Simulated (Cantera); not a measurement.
## Hydrocarbon pyrolysis for carbon deposition

A perfectly stirred reactor is fed with 50.0 % C2H4, 50.0 % H2, at 2670 Pa; it is held at 1650 K, and followed from long to short residence time.

Detailed kinetics in Cantera: GRI-Mech 3.0 (53 species, 325 reactions). GRI-Mech 3.0 was tuned for natural gas; its chemistry of ethylene as a main component is partial and can be far from experiment. GRI-Mech 3.0 stops at C3 and has no aromatics, soot or wall deposition, so with more carbon than oxygen in the feed, carbon stays in small species such as C2H2 where larger ones or solid carbon would form. Radical loss at walls, strong at low pressure, is not modelled.

```json
[
 {"τ (s)": "8.8", "x C2H4": "0.000674", "x H2": "0.665", "x C2H": "8.63e-7", "x C2H6": "1.91e-8", "x CH4": "0.000952", "x CH3": "1.15e-5", "x CH2": "6.94e-9"},
 {"τ (s)": "3.2", "x C2H4": "0.00127", "x H2": "0.666", "x C2H": "6.79e-7", "x C2H6": "2.80e-8", "x CH4": "0.000563", "x CH3": "5.36e-6", "x CH2": "2.83e-9"},
 {"τ (s)": "1.2", "x C2H4": "0.00375", "x H2": "0.665", "x C2H": "4.21e-7", "x C2H6": "6.51e-8", "x CH4": "0.000342", "x CH3": "2.04e-6", "x CH2": "1.27e-9"},
 {"τ (s)": "0.43", "x C2H4": "0.0152", "x H2": "0.661", "x C2H": "2.14e-7", "x C2H6": "1.74e-7", "x CH4": "0.000226", "x CH3": "7.18e-7", "x CH2": "1.55e-9"},
 {"τ (s)": "0.16", "x C2H4": "0.0528", "x H2": "0.649", "x C2H": "1.13e-7", "x C2H6": "3.82e-7", "x CH4": "0.000153", "x CH3": "3.07e-7", "x CH2": "2.88e-9"},
 {"τ (s)": "0.057", "x C2H4": "0.146", "x H2": "0.618", "x C2H": "5.92e-8", "x C2H6": "6.88e-7", "x CH4": "9.01e-5", "x CH3": "1.68e-7", "x CH2": "5.25e-9"},
 {"τ (s)": "0.021", "x C2H4": "0.280", "x H2": "0.573", "x C2H": "2.85e-8", "x C2H6": "9.14e-7", "x CH4": "4.23e-5", "x CH3": "1.21e-7", "x CH2": "7.82e-9"},
 {"τ (s)": "0.0077", "x C2H4": "0.398", "x H2": "0.534", "x C2H": "1.01e-8", "x C2H6": "8.37e-7", "x CH4": "1.39e-5", "x CH3": "8.59e-8", "x CH2": "8.42e-9"},
 {"τ (s)": "0.0028", "x C2H4": "0.463", "x H2": "0.512", "x C2H": "2.15e-9", "x C2H6": "4.60e-7", "x CH4": "2.73e-6", "x CH3": "4.30e-8", "x CH2": "5.65e-9"},
 {"τ (s)": "0.0010", "x C2H4": "0.488", "x H2": "0.504", "x C2H": "2.92e-10", "x C2H6": "1.46e-7", "x CH4": "3.09e-7", "x CH3": "1.34e-8", "x CH2": "2.35e-9"}
]
```
x: mole fraction; the columns are a selection and need not sum to one.
